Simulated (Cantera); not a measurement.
# Transport properties of process gases

Gas mixture: 100 % O₂, at 0.0133 bar, frozen composition.

Cantera's kinetic-theory transport with the Lennard-Jones parameters of GRI-Mech 3.0, ideal gas; thermal conductivity in the multicomponent form.

| T (K) | ρ (kg/m³) | cp (J/kg/K) | μ (µPa s) | λ (mW/m/K) | Pr | D (cm²/s) CO₂ | D (cm²/s) C₂H₂ | D (cm²/s) O |
|---|---|---|---|---|---|---|---|---|
| 400 | 0.0128 | 941.4 | 25.6 | 33.9 | 0.712 | 20.1 | 21.3 | 41.3 |
| 600 | 0.00855 | 1003 | 34.1 | 48.1 | 0.710 | 41.1 | 43.4 | 82.4 |
| 800 | 0.00641 | 1055 | 41.4 | 61.5 | 0.710 | 67.4 | 71.0 | 134 |
| 1000 | 0.00513 | 1090 | 47.9 | 73.7 | 0.709 | 98.5 | 104 | 194 |
| 1200 | 0.00428 | 1114 | 54.0 | 84.9 | 0.708 | 134 | 141 | 262 |
| 1400 | 0.00366 | 1134 | 59.7 | 95.6 | 0.708 | 173 | 182 | 339 |
| 1600 | 0.00321 | 1151 | 65.1 | 106 | 0.708 | 217 | 228 | 423 |
D: mixture-averaged diffusion coefficient of that species in the mixture.
